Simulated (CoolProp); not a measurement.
A Linde-Hampson liquefier for ethylene: isothermal reversible compression at 300 K from 1 atm to 25 MPa, throttling to 1 atm, return gas leaving the recuperator 5 K below the feed. Each further row changes one setting.

The numbers come from the reference Helmholtz-energy equation of state, Smukala 2000 in CoolProp.

| case | liquid yield per pass | compression work (kJ/kg of gas) |
|---|---|---|
| as stated | 0.475 | 386 |
| high pressure 50 MPa | 0.460 | 441 |
| warm-end temperature 330 K | 0.392 | 454 |
| warm-end gap 10 K | 0.469 | 386 |
